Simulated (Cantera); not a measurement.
Feed: 1 mol PbO, 21 mol N2, at 1473.15 K and 0.0130 bar.

Equilibrium computed with Cantera from the NASA thermochemical tables; the gas is ideal and each condensed phase is pure. Candidate condensed phases: Pb, PbO, PbO2, Pb3O4; 12 gas species. Gases not in the tables: (PbO)n polymers. Kinetics and transport are ignored.

Q: What is the equilibrium state?

A: 
| Property | Value |
|---|---|
| x(N2) | 0.948 |
| x(PbO) | 0.0314 |
| x(Pb) | 0.0138 |
| x(O2) | 0.00677 |
| x(NO) | 0.000211 |
| x(O) | 2.02e-6 |
| gas amount | 22.15 mol |
| log10 activity of Pb(l) (absent) | -2.02 |
